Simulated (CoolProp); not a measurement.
Vapour pressure (MPa) of carbonyl sulfide: the reference equation beside estimates from Tc = 378.8 K, pc = 6.369 MPa, ω = 0.098.

The numbers come from the reference Helmholtz-energy equation of state, Lemmon 2006 in CoolProp. It is a short technical equation, of lower accuracy than the large ones.

```json
[
 {"T (K)": "229", "reference": "0.1328", "van der Waals": "0.5780", "Redlich-Kwong": "?", "Peng-Robinson": "0.1342"},
 {"T (K)": "233.8", "reference": "0.1630", "van der Waals": "0.6504", "Redlich-Kwong": "0.1746", "Peng-Robinson": "0.1643"},
 {"T (K)": "238.6", "reference": "0.1982", "van der Waals": "0.7287", "Redlich-Kwong": "0.2136", "Peng-Robinson": "0.1994"},
 {"T (K)": "243.4", "reference": "0.2390", "van der Waals": "?", "Redlich-Kwong": "0.2588", "Peng-Robinson": "0.2401"},
 {"T (K)": "248.1", "reference": "0.2848", "van der Waals": "0.9017", "Redlich-Kwong": "0.3097", "Peng-Robinson": "0.2857"},
 {"T (K)": "252.9", "reference": "0.3382", "van der Waals": "0.9987", "Redlich-Kwong": "?", "Peng-Robinson": "0.3389"},
 {"T (K)": "257.7", "reference": "0.3989", "van der Waals": "1.102", "Redlich-Kwong": "0.4359", "Peng-Robinson": "0.3993"},
 {"T (K)": "262.5", "reference": "0.4674", "van der Waals": "1.213", "Redlich-Kwong": "0.5115", "Peng-Robinson": "0.4675"},
 {"T (K)": "267.3", "reference": "0.5443", "van der Waals": "1.330", "Redlich-Kwong": "0.5962", "Peng-Robinson": "0.5441"},
 {"T (K)": "272", "reference": "0.6283", "van der Waals": "1.453", "Redlich-Kwong": "0.6884", "Peng-Robinson": "0.6279"},
 {"T (K)": "276.8", "reference": "0.7237", "van der Waals": "1.584", "Redlich-Kwong": "0.7926", "Peng-Robinson": "0.7231"},
 {"T (K)": "281.6", "reference": "0.8294", "van der Waals": "1.724", "Redlich-Kwong": "0.9076", "Peng-Robinson": "0.8287"},
 {"T (K)": "286.4", "reference": "0.9460", "van der Waals": "1.871", "Redlich-Kwong": "1.034", "Peng-Robinson": "0.9453"},
 {"T (K)": "291.2", "reference": "1.074", "van der Waals": "?", "Redlich-Kwong": "1.172", "Peng-Robinson": "1.074"}
]
```

### Question
What belongs in the gaps?

### Answer

- 229, Redlich-Kwong: 0.1412
- 243.4, van der Waals: 0.8130
- 252.9, Redlich-Kwong: 0.3688
- 291.2, van der Waals: 2.026

Absolute difference from the reference over all 14 rows, mean and median: van der Waals 184.2 and 167.9 %, Redlich-Kwong 8.7 and 9.2 %, Peng-Robinson 0.3 and 0.1 %.
